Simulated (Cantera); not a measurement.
A freely propagating, adiabatic, planar premixed flame of 54.9 % H2, 9.45 % O2, 35.6 % N2, equivalence ratio 2.9, unburnt at 650 K and 0.987 atm; unity-Lewis-number transport, grid criteria slope 0.08 and curve 0.16, no radiation.

Computed with Cantera and the H2/O2 subset of GRI-Mech 3.0, which has no nitrogen chemistry. Unity Lewis numbers drop preferential diffusion, which matters most where H2 and H carry the flame. Burning velocities carry a grid error of a few per cent, more on coarse grids.

**Question.** Predict: laminar burning velocity; thermal thickness; peak x(OH); peak x(HO2); peak x(H); peak x(H2O2).

**Answer.** 
| Property | Value |
|---|---|
| laminar burning velocity | 570 cm/s |
| thermal thickness | 0.463 mm |
| peak x(OH) | 0.00177 |
| peak x(HO2) | 0.000157 |
| peak x(H) | 0.0802 |
| peak x(H2O2) | 2.96e-6 |
